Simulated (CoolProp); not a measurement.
Aqueous magnesium chloride as a coolant, at -3 °C, 1 atm.

Model: Melinder's fits for secondary coolants, in CoolProp.

```tsv
mass %	freezing point (°C)	density (kg/m³)	Prandtl number	cp (kJ/(kg K))	conductivity (W/(m K))
7	-4.7	1062	18.4	3.746	0.542
8.6	-6.4	1077	19.5	3.650	0.538
10.2	-8.6	1091	21.0	3.556	0.534
11.8	-11.0	1106	22.6	3.465	0.530
13.5	-13.9	1121	24.2	3.371	0.526
15.1	-17.0	1136	25.5	3.286	0.522
16.7	-20.3	1151	26.8	3.204	0.518
18.3	-24.1	1166	28.6	3.125	0.514
19.9	-28.4	1182	32.6	3.051	0.509
21.6	-34.0	1201	43.2	2.976	0.503
```
